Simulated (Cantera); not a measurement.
Cantera run:

```python
import numpy as np
import cantera as ct

gas_names = """
    AL ALCL ALCL2 ALCL3 ALN ALO ALOCL ALO2 AL2 AL2CL6 AL2O AL2O2 CL CLO CL2 N NO NO2 NO3 N2 N2O O O2 O3
""".split()
cond_names = """
    AL(cr) AL(L) ALCL3(s) ALCL3(L) ALN(s) AL2O3(a) AL2O3(L)
""".split()


# ... load() reads the species with a 1 bar reference pressure and builds the phases ...
atoms = {
    'Al2O3': {'AL': 2, 'O': 3},
    'Cl2': {'CL': 2},
    'N2': {'N': 2},
}
top_T = {'ALN(s)': 2750}  # K; cautious upper limits of use, not melting points


# ... equilibrate(T, P, feed) seeds the gas with the atoms and calls Mixture.equilibrate('TP', solver="vcs", rtol=1e-11, max_steps=5000) ...
results = []
feed = {'Al2O3': 1, 'Cl2': 1.3, 'N2': 68}  # mol
P = 1333.22  # Pa
for T in [648, 748, 848, 948, 1048, 1148, 1248, 1348, 1448, 1548, 1648]:
    mix = equilibrate(T, P, feed)
    results.append((T, P, feed, dict(zip(mix.species_names, mix.species_moles))))

top = {s: max(r[3][s] / sum(r[3][g] for g in gas_names) for r in results) for s in gas_names}
cols = sorted((s for s in top if top[s] > 1e-06), key=lambda s: -top[s])[:6]
seen = [c for c in cond_names if any(r[3].get(c, 0) > 1e-12 for r in results)]
print("log10 of partial pressures in bar; condensed amounts in mol")
print(f"{'T/K':>10s}" + "".join(f"{s[:9]:>10s}" for s in cols + seen))
for T, P, feed, n in results:
    ng = sum(n[g] for g in gas_names)
    print(f"{T:10.4g}" + "".join(f"{np.log10(max(n[s] / ng * P / 1e5, 1e-99)):10.3f}" for s in cols)
          + "".join(f"{n.get(c, 0):10.4g}" for c in seen))
```

Result:

```
log10 of partial pressures in bar; condensed amounts in mol
       T/K        N2        CL       CL2     ALCL3        O2        NO  AL2O3(a)
       648    -1.883    -8.718    -3.602   -11.478   -11.606   -13.452         1
       748    -1.883    -7.391    -3.602    -9.929   -10.059   -11.694         1
       848    -1.883    -6.373    -3.602    -8.749    -8.882   -10.352         1
       948    -1.883    -5.569    -3.604    -7.823    -7.958    -9.297         1
      1048    -1.884    -4.919    -3.613    -7.083    -7.221    -8.447    0.9998
      1148    -1.884    -4.392    -3.640    -6.490    -6.632    -7.756    0.9992
      1248    -1.885    -3.972    -3.711    -6.036    -6.183    -7.199    0.9976
      1348    -1.887    -3.660    -3.867    -5.731    -5.885    -6.767    0.9951
      1448    -1.889    -3.464    -4.147    -5.592    -5.760    -6.461    0.9933
      1548    -1.890    -3.369    -4.544    -5.597    -5.792    -6.264    0.9933
      1648    -1.891    -3.333    -4.988    -5.675    -5.918    -6.140    0.9944
```

Method: chemical equilibrium by Gibbs-energy minimisation in Cantera with the NASA 1993 tables (ideal gas, pure condensed phases). Condensed phases not in the tables: AlOCl.
